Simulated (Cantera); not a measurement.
Input (Python, Cantera):

```python
import numpy as np
import cantera as ct

gas = ct.Solution("gri30.yaml")
gas.TPX = 398, 1200000, {'CH4': 1, 'C2H6': 0.44, 'C3H8': 0.14, 'O2': 9.86, 'N2': 37.1, 'H2O': 1.6}
inlet = ct.Reservoir(gas, clone=True)
gas.equilibrate("HP")  # start burning
reactor = ct.IdealGasConstPressureReactor(gas, energy="on", clone=False)
exhaust = ct.Reservoir(gas, clone=True)
tau = [0.42, 0.18, 0.074, 0.031, 0.013, 0.0055, 0.0023, 0.00098, 0.00041, 0.00017, 7.3e-05, 3.1e-05, 1.3e-05][0]
for a, b in ((inlet, reactor), (reactor, exhaust)):
    ct.MassFlowController(a, b, mdot=lambda t: reactor.mass / tau)
net = ct.ReactorNet([reactor])
show = ['CH4', 'C2H6', 'C3H8', 'CO', 'CH2CO']

rows = []
print(f"{'tau/s':>10s}{'T/K':>9s}" + "".join(f"{s:>11s}" for s in show))
for tau in [0.42, 0.18, 0.074, 0.031, 0.013, 0.0055, 0.0023, 0.00098, 0.00041, 0.00017, 7.3e-05, 3.1e-05, 1.3e-05]:
    net.initial_time = 0.0
    net.advance(30 * tau)
    before = gas.X
    net.advance(40 * tau)
    drift = np.max(np.abs(gas.X - before) / (gas.X + 1e-9))
    rows.append([gas.T, *gas[show].X, drift])
    print(f"{tau:10.3e}{gas.T:9.1f}" + "".join(f"{x:11.3e}" for x in gas[show].X))
```

Output:

```
     tau/s      T/K        CH4       C2H6       C3H8         CO      CH2CO
 4.200e-01   1395.6  1.445e-05  1.190e-06  4.127e-07  2.111e-04  2.904e-06
 1.800e-01   1392.6  3.118e-05  2.731e-06  9.370e-07  4.740e-04  6.530e-06
 7.400e-02   1385.8  6.887e-05  6.535e-06  2.210e-06  1.090e-03  1.506e-05
 3.100e-02   1370.2  1.574e-04  1.612e-05  5.361e-06  2.487e-03  3.486e-05
 1.300e-02   1323.6  4.692e-04  5.165e-05  1.683e-05  6.341e-03  9.623e-05
 5.500e-03    398.0  1.994e-02  8.775e-03  2.792e-03 -5.877e-16 -1.374e-17
 2.300e-03    398.0  1.994e-02  8.775e-03  2.792e-03 -2.841e-19 -6.645e-21
 9.800e-04    398.0  1.994e-02  8.775e-03  2.792e-03 -1.795e-20 -4.197e-22
 4.100e-04    398.0  1.994e-02  8.775e-03  2.792e-03 -1.134e-21 -2.651e-23
 1.700e-04    398.0  1.994e-02  8.775e-03  2.792e-03 -7.161e-23 -1.675e-24
 7.300e-05    398.0  1.994e-02  8.775e-03  2.792e-03 -4.523e-24 -1.058e-25
 3.100e-05    398.0  1.994e-02  8.775e-03  2.792e-03 -2.857e-25 -6.682e-27
 1.300e-05    398.0  1.994e-02  8.775e-03  2.792e-03 -1.805e-26 -4.221e-28
```

Detailed kinetics in Cantera: GRI-Mech 3.0 (53 species, 325 reactions). The pressure lies above the range GRI-Mech 3.0 was tuned for (to about 10 atm).
